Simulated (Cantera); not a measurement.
Standard-state values (1 bar) from the NASA 1993 polynomials, evaluated with Cantera. Values are per mole of reaction as written; species without (g) are pure solids or liquids, kept so even where they would boil at 1 bar.

6 AlCl(g) = 4 Al + Al2Cl6(g), with ΔH° = -986.9 kJ and ΔS° = -779.2 J/K at 300 K.

**Question.** How far is the shortcut ΔG° ≈ ΔH°(300 K) − T·ΔS°(300 K) from the full temperature-dependent value at 1250, 1450, 1650, 1850, 2050 K?

**Answer.** 
| T (K) | shortcut (kJ) | full (kJ) | difference (kJ) | difference in log10 K | condensed phases |
|---|---|---|---|---|---|
| 1250 | -12.9 | -80.2 | 67.3 | -2.81 | Al(l) |
| 1450 | 142.9 | 45.7 | 97.3 | -3.50 | Al(l) |
| 1650 | 298.8 | 169.3 | 129.4 | -4.10 | Al(l) |
| 1850 | 454.6 | 291.0 | 163.6 | -4.62 | Al(l) |
| 2050 | 610.5 | 411.0 | 199.5 | -5.08 | Al(l) |
The shortcut ignores heat capacities and the phase changes listed.
